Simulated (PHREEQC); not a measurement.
# Geothermal or formation water: speciation

Synthetic water in mmol/kgw, 70 °C, pH 6.27: Na 281; K 9.3; Ca 7.15; Mg 33.1; Cl 315; S(6) 29.3; Alkalinity (meq/kgw) 0.000617; Sr 0.0672; B 0.0572; Br 0.052.

Valence states are taken as typed.

Model: Pitzer model, pitzer.dat, run in PHREEQC.

```
Item                         Result
--------------------  -------------
ionic strength        0.442 mol/kgw
activity of water             0.989
specific conductance    70000 µS/cm
density                 0.994 g/cm³
osmotic coefficient           0.883
charge-balance error         -0.4 %
```

```
species  molality  activity   log γ
-------  --------  --------  ------
Cl-         0.315     0.204  -0.189
Na+         0.281     0.194  -0.160
Mg+2       0.0331   0.00680  -0.687
SO4-2      0.0293   0.00319  -0.963
K+        0.00930   0.00613  -0.181
Ca+2      0.00715   0.00130  -0.739
Sr+2      6.72e-5   1.28e-5  -0.722
B(OH)3    5.71e-5   5.72e-5   0.001
Br-       5.20e-5   3.47e-5  -0.175
```

No solid was allowed to form. At this temperature some constants are extrapolated from 25 °C, and those without enthalpy data are left unchanged.
